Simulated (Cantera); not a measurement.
Predominance diagram of Zr at 1602 °C against the partial pressures of O2 and N2 (log10, bar). Cantera with NASA thermochemical tables; ideal gases at 1 bar, condensed phases pure. Candidates: Zr(β), ZrN(s), ZrO2(tetragonal). Only these pure phases compete in this equilibrium. ZrN: taken at fixed stoichiometry.

Problem. Which phase is stable at these pairs, and which metal-bearing vapour leads over it? (-9.2, -5.2); (-18.4, -2.6); (-15.8, -4.4); (-13.1, -5.2); (-13.1, -6.1); (-17.1, -6.1); (-15.8, -5.2)

Solution. 
```
log p(O2)  log p(N2)             phase  chief vapour  log p (bar)
---------  ---------  ----------------  ------------  -----------
-9.2            -5.2  ZrO2(tetragonal)          ZrO2        -11.8
-18.4           -2.6            ZrN(s)           ZrO        -11.2
-15.8           -4.4  ZrO2(tetragonal)           ZrO        -10.9
-13.1           -5.2  ZrO2(tetragonal)          ZrO2        -11.8
-13.1           -6.1  ZrO2(tetragonal)          ZrO2        -11.8
-17.1           -6.1  ZrO2(tetragonal)           ZrO        -10.3
-15.8           -5.2  ZrO2(tetragonal)           ZrO        -10.9
```
